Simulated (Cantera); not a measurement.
What does this Cantera script print?

```python
import numpy as np
import cantera as ct

gas_names = """
    CL CL2 N N2 Si SiCL SiCL2 SiCL3 SiCL4 SiN Si2 Si2N Si3
""".split()
cond_names = """
    Si(cr) Si(L) Si3N4(a)
""".split()


# ... load() reads the species with a 1 bar reference pressure and builds the phases ...
atoms = {
    'Si2Cl6': {'Si': 2, 'CL': 6},
    'N2': {'N': 2},
}
top_T = {'Si3N4(a)': 2400}  # K; cautious upper limits of use, not melting points


# ... equilibrate(T, P, feed) seeds the gas with the atoms and calls Mixture.equilibrate('TP', solver="vcs", rtol=1e-11, max_steps=5000) ...
results = []
feed = {'Si2Cl6': 1, 'N2': 83}  # mol
T = 775  # K
P = 10000  # Pa
mix = equilibrate(T, P, feed)
results.append((T, P, feed, dict(zip(mix.species_names, mix.species_moles))))
print(gas.report(threshold=1e-05))
for i in range(1, mix.n_phases):
    print(f"{mix.phase(i).name:16s} {mix.phase_moles(i):12.5e} mol")
```

Output:

```
       temperature   775 K
          pressure   10000 Pa
           density   0.047399 kg/m^3
  mean mol. weight   30.542 kg/kmol
   phase of matter   gas

                          1 kg             1 kmol
                     ---------------   ---------------
          enthalpy             99747        3.0465e+06  J
   internal energy       -1.1123e+05       -3.3972e+06  J
           entropy              7975        2.4357e+05  J/K
    Gibbs function       -6.0808e+06       -1.8572e+08  J
 heat capacity c_p              1066             32557  J/K
 heat capacity c_v            793.74             24243  J/K

                      mass frac. Y      mole frac. X     chem. pot. / RT
                     ---------------   ---------------   ---------------
                N2           0.90087           0.98218            -26.57
             SiCL4          0.099129          0.017822           -152.96
     [  +11 minor]        1.4993e-07        3.4066e-08

Si(cr)            0.00000e+00 mol
Si3N4(a)          1.66666e-01 mol
```

Cantera equilibrium calculation (NASA polynomials, part measured and part estimated; ideal gas, pure solids and liquids). The feed counts by its element totals alone. N2 is the only nitrogen source here; it is nearly inert below about 1500 K, so the nitride shown seldom forms there in practice.
